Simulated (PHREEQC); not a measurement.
Solution (80 °C): 0.0072 mol NaHSO4 and 0.15 mol NaF per kg of water. Closed to the air; pH follows from the charge balance.

All values are PHREEQC results (ion-association model, phreeqc.dat), not measurements.

Precipitation was switched off in this run.

Q: Estimate the pH, density.

A: pH 4.95; density 0.979 g/cm³.

Q: In which forms is Na present?

A: Na+ 95 %, NaF 3.7 %, NaSO4- 1.0 % of the Na.

At this temperature some constants are extrapolated from 25 °C, and those without enthalpy data are left unchanged.
